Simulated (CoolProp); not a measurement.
Vapour-liquid equilibrium of ethanol (1) + n-hexane (2) at 0.567 MPa; x and y are mole fractions of (1).

The numbers come from the multi-fluid Helmholtz-energy mixture model, Schroeder 2014 and Thol 2019; pair parameters Bell 2016 in CoolProp.

```json
[
 {"x": "0.05", "bubble temperature, mixture model (K)": "401.3", "bubble temperature, Raoult's law (K)": "408.7", "y, mixture model": "0.170", "y, Raoult's law": "0.059"},
 {"x": "0.125", "bubble temperature, mixture model (K)": "395.2", "bubble temperature, Raoult's law (K)": "408.0", "y, mixture model": "0.307", "y, Raoult's law": "0.145"},
 {"x": "0.2", "bubble temperature, mixture model (K)": "392.3", "bubble temperature, Raoult's law (K)": "407.4", "y, mixture model": "0.377", "y, Raoult's law": "0.228"},
 {"x": "0.275", "bubble temperature, mixture model (K)": "391.0", "bubble temperature, Raoult's law (K)": "406.8", "y, mixture model": "0.417", "y, Raoult's law": "0.309"},
 {"x": "0.35", "bubble temperature, mixture model (K)": "390.3", "bubble temperature, Raoult's law (K)": "406.3", "y, mixture model": "0.444", "y, Raoult's law": "0.387"},
 {"x": "0.425", "bubble temperature, mixture model (K)": "390.1", "bubble temperature, Raoult's law (K)": "405.8", "y, mixture model": "0.464", "y, Raoult's law": "0.464"},
 {"x": "0.5", "bubble temperature, mixture model (K)": "390.0", "bubble temperature, Raoult's law (K)": "405.3", "y, mixture model": "0.483", "y, Raoult's law": "0.538"},
 {"x": "0.575", "bubble temperature, mixture model (K)": "390.2", "bubble temperature, Raoult's law (K)": "404.9", "y, mixture model": "0.506", "y, Raoult's law": "0.611"},
 {"x": "0.65", "bubble temperature, mixture model (K)": "390.7", "bubble temperature, Raoult's law (K)": "404.5", "y, mixture model": "0.536", "y, Raoult's law": "0.683"},
 {"x": "0.725", "bubble temperature, mixture model (K)": "391.7", "bubble temperature, Raoult's law (K)": "404.1", "y, mixture model": "0.580", "y, Raoult's law": "0.753"},
 {"x": "0.8", "bubble temperature, mixture model (K)": "393.4", "bubble temperature, Raoult's law (K)": "403.7", "y, mixture model": "0.646", "y, Raoult's law": "0.822"},
 {"x": "0.875", "bubble temperature, mixture model (K)": "396.1", "bubble temperature, Raoult's law (K)": "403.3", "y, mixture model": "0.743", "y, Raoult's law": "0.889"},
 {"x": "0.95", "bubble temperature, mixture model (K)": "399.8", "bubble temperature, Raoult's law (K)": "403.0", "y, mixture model": "0.881", "y, Raoult's law": "0.956"}
]
```

The largest gap from Raoult's law is -16.0 K in bubble temperature, at x = 0.35. y crosses x between x = 0.425 and 0.5: the model has an azeotrope there.

Pair parameters are fitted to limited data, so mixtures are less certain than the pure fluids.
